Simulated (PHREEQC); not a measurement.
Make-up at 14 °C: 0.12 mol CdSO4, 0.011 mol KCl and 0.035 mol Fe2(SO4)3 per kg of water. Closed to the air; pH follows from the charge balance.

All values are PHREEQC results (ion-association model, phreeqc.dat), not measurements.

No solid was allowed to form.

**Question.** Predict the pH, ionic strength.

**Answer.** pH 2.67; ionic strength 0.325 mol/kgw.

**Question.** In which forms is K present?

**Answer.** K+ 93 %, KSO4- 6.7 % of the K.

The solution is supersaturated, for example in Jarosite-K, Hematite (slow to form), so a real one may precipitate; this is no full list. Complexes and solids missing from the database can't appear. At this temperature some constants are extrapolated from 25 °C, and those without enthalpy data are left unchanged.
